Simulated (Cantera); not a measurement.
An isothermal, constant-pressure homogeneous reactor starts with NO : N₂ = 1 : 15 (molar parts), at 1698 K and 0.128 atm.

Detailed kinetics in Cantera: GRI-Mech 3.0 (53 species, 325 reactions).

x: mole fraction; the columns are a selection and need not sum to one.

| t (s) | x NO | x N₂O | x O | x N₂ | x NO₂ |
|---|---|---|---|---|---|
| 2.00e-6 | 0.0625 | 8.92e-11 | 8.92e-11 | 0.938 | <1e-12 |
| 8.51e-6 | 0.0625 | 3.79e-10 | 3.79e-10 | 0.938 | <1e-12 |
| 3.62e-5 | 0.0625 | 1.61e-9 | 1.61e-9 | 0.938 | 4.66e-12 |
| 0.000154 | 0.0625 | 6.86e-9 | 6.81e-9 | 0.938 | 8.20e-11 |
| 0.000656 | 0.0625 | 2.90e-8 | 2.81e-8 | 0.938 | … |
| 0.00279 | 0.0625 | 1.19e-7 | 1.08e-7 | 0.938 | … |
| 0.0119 | 0.0625 | 4.46e-7 | 3.75e-7 | 0.938 | … |
| 0.0505 | 0.0625 | 1.16e-6 | 1.50e-6 | 0.938 | … |
| 0.215 | 0.0625 | 1.48e-6 | 3.13e-6 | 0.938 | 3.60e-6 |
| 0.915 | 0.0624 | 1.48e-6 | 3.25e-6 | 0.938 | 3.75e-6 |
| 3.89 | 0.0621 | 1.46e-6 | 3.59e-6 | 0.938 | … |
| 16.6 | 0.0608 | 1.40e-6 | 4.78e-6 | 0.938 | … |
| 70.5 | 0.0552 | 1.15e-6 | 8.00e-6 | 0.941 | … |
| 300 | 0.0363 | 5.04e-7 | 1.42e-5 | 0.951 | … |

### Question
Some entries are withheld; supply them.

### Answer

- 0.000656, x NO₂: 1.43e-9
- 0.00279, x NO₂: 2.19e-8
- 0.0119, x NO₂: 2.36e-7
- 0.0505, x NO₂: 1.55e-6
- 3.89, x NO₂: 4.16e-6
- 16.6, x NO₂: 5.54e-6
- 70.5, x NO₂: 8.66e-6
- 300, x NO₂: 1.03e-5
